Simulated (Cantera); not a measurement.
# C2F6 + H2 (fluorocarbon and chlorocarbon gases)

Charge: 1 mol C2F6, 11 mol H2.

These are equilibrium values from Cantera (NASA tables, ideal gas, pure condensed phases), not measurements of a reactor. Candidate condensed phases: C, C6H6, C7H8, C8H18; 95 gas species. The feed counts by its element totals alone. Equilibrium is a limit: real reactors are often held back by kinetics, nucleation or transport.

Stable condensed phases:

```
T in K \ P in Pa
              1    5.2     27    140    720   3700  19000 100000
   3223       A      A      A      A      A      A      A      B
   3073       A      A      A      A      A      A      B      B
   2923       A      A      A      A      B      B      B      B
   2773       A      A      A      B      B      B      B      B
   2623       A      A      B      B      B      B      B      B
   2473       A      B      B      B      B      B      B      B
   2323       B      B      B      B      B      B      B      B
   2173       B      B      B      B      B      B      B      B
   2023       B      B      B      B      B      B      B      B
   1873       B      B      B      B      B      B      B      B
   1723       B      B      B      B      B      B      B      B
   1573       B      B      B      B      B      B      B      B
```

A: gas only; B: C.
